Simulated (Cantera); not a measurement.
A freely propagating, adiabatic, planar premixed flame of H₂ : O₂ : N₂ = 1 : 0.294 : 1.11 (molar parts), unburnt at 625 K and 560000 Pa; mixture-averaged transport, grid criteria slope 0.08 and curve 0.16, no radiation.

Computed with Cantera and the H2/O2 subset of GRI-Mech 3.0, which has no nitrogen chemistry. The hydrogen kinetics of GRI-Mech 3.0 are dated; newer H2 mechanisms differ, most at raised pressure. Burning velocities carry a grid error of a few per cent, more on coarse grids.

What does this change do: O2 0.294 to 0.37 parts?


```json
[
 {"quantity": "laminar burning velocity", "before": "1000 cm/s", "after": "1160 cm/s"},
 {"quantity": "thermal thickness", "before": "0.0495 mm", "after": "0.0481 mm"},
 {"quantity": "peak x(HO₂)", "before": "0.000921", "after": "0.00108"},
 {"quantity": "peak x(H₂O₂)", "before": "4.94e-5", "after": "6.00e-5"},
 {"quantity": "peak x(H)", "before": "0.0593", "after": "0.0650"}
]
```

What does this change do: inlet temperature 625 to 475 K?


```tsv
quantity	before	after
laminar burning velocity	1000 cm/s	614 cm/s
thermal thickness	0.0495 mm	0.0439 mm
peak x(HO₂)	0.000921	0.00112
peak x(H₂O₂)	4.94e-5	9.36e-5
peak x(H)	0.0593	0.0496
```
